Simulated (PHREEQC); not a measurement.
Make-up at 20 °C: 18 mmol/kgw Cu(BF4)2. Closed to the air; pH follows from the charge balance.

Model: ion-association model, phreeqc.dat, run in PHREEQC.

This is a speciation only: nothing precipitates in the calculation.

Q: Estimate the pH, ionic strength.

A: pH 2.79; ionic strength 0.0551 mol/kgw.

Q: In which forms is F present?

A: BF4- 89 %, BF3OH- 4.5 %, HF 3.4 %, F- 1.9 %, BF2(OH)2- 0.7 % of the F.

Complexes and solids missing from the database can't appear. Real BF4- forms and hydrolyses slowly; the run takes it at equilibrium.
